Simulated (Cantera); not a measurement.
A freely propagating, adiabatic, planar premixed flame of 35.3 % H2, 13.6 % O2, 51.1 % N2, unburnt at 325 K and 3750 Torr; mixture-averaged transport, grid criteria slope 0.08 and curve 0.16, no radiation.

Model: the H2/O2 subset of GRI-Mech 3.0, which has no nitrogen chemistry, integrated in Cantera. The hydrogen kinetics of GRI-Mech 3.0 are dated; newer H2 mechanisms differ, most at raised pressure. Burning velocities carry a grid error of a few per cent, more on coarse grids.

x: mole fraction of selected species; z is measured from the peak of heat release.

```json
[
 {"z (mm)": "-0.135", "T (K)": "325", "u (m/s)": "3.13", "x H2": "0.353", "x O2": "0.136", "x HO2": "<1e-8", "x H2O": "<1e-8", "x O": "<1e-8", "x H2O2": "<1e-8"},
 {"z (mm)": "-0.0899", "T (K)": "325", "u (m/s)": "3.13", "x H2": "0.353", "x O2": "0.136", "x HO2": "<1e-8", "x H2O": "1.57e-8", "x O": "<1e-8", "x H2O2": "<1e-8"},
 {"z (mm)": "-0.0675", "T (K)": "325", "u (m/s)": "3.13", "x H2": "0.353", "x O2": "0.136", "x HO2": "1.40e-8", "x H2O": "2.45e-7", "x O": "<1e-8", "x H2O2": "<1e-8"},
 {"z (mm)": "-0.0450", "T (K)": "326", "u (m/s)": "3.13", "x H2": "0.351", "x O2": "0.136", "x HO2": "…", "x H2O": "…", "x O": "…", "x H2O2": "…"},
 {"z (mm)": "-0.0225", "T (K)": "379", "u (m/s)": "3.55", "x H2": "0.333", "x O2": "0.139", "x HO2": "0.000173", "x H2O": "0.00177", "x O": "2.70e-6", "x H2O2": "2.53e-5"},
 {"z (mm)": "-0.0112", "T (K)": "699", "u (m/s)": "6.28", "x H2": "0.287", "x O2": "0.134", "x HO2": "0.00118", "x H2O": "0.0285", "x O": "0.000142", "x H2O2": "0.000171"},
 {"z (mm)": "0", "T (K)": "…", "u (m/s)": "10.4", "x H2": "…", "x O2": "…", "x HO2": "…", "x H2O": "…", "x O": "…", "x H2O2": "…"},
 {"z (mm)": "0.0112", "T (K)": "1541", "u (m/s)": "13.3", "x H2": "0.152", "x O2": "0.0610", "x HO2": "0.000227", "x H2O": "0.183", "x O": "0.00376", "x H2O2": "8.31e-6"},
 {"z (mm)": "0.0225", "T (K)": "1745", "u (m/s)": "15.0", "x H2": "0.111", "x O2": "0.0298", "x HO2": "0.000101", "x H2O": "0.238", "x O": "0.00439", "x H2O2": "3.50e-6"},
 {"z (mm)": "0.0450", "T (K)": "1935", "u (m/s)": "16.5", "x H2": "0.0874", "x O2": "0.00924", "x HO2": "2.84e-5", "x H2O": "0.276", "x O": "0.00365", "x H2O2": "1.85e-6"},
 {"z (mm)": "0.0899", "T (K)": "2089", "u (m/s)": "17.6", "x H2": "0.0846", "x O2": "0.00374", "x HO2": "1.08e-5", "x H2O": "0.291", "x O": "0.00229", "x H2O2": "9.78e-7"},
 {"z (mm)": "0.180", "T (K)": "2209", "u (m/s)": "18.5", "x H2": "0.0851", "x O2": "0.00184", "x HO2": "4.98e-6", "x H2O": "0.300", "x O": "0.00112", "x H2O2": "5.51e-7"},
 {"z (mm)": "0.360", "T (K)": "2290", "u (m/s)": "19.1", "x H2": "0.0854", "x O2": "0.000779", "x HO2": "1.97e-6", "x H2O": "0.307", "x O": "0.000462", "x H2O2": "3.03e-7"}
]
```

### Question
Fill in the missing entries.

### Answer

- -0.0450, x HO2: 5.45e-7
- -0.0450, x H2O: 8.13e-6
- -0.0450, x O: 2.76e-8
- -0.0450, x H2O2: 8.50e-8
- 0, T (K): 1188
- 0, x H2: 0.218
- 0, x O2: 0.104
- 0, x HO2: 0.000488
- 0, x H2O: 0.100
- 0, x O: 0.00149
- 0, x H2O2: 7.82e-5
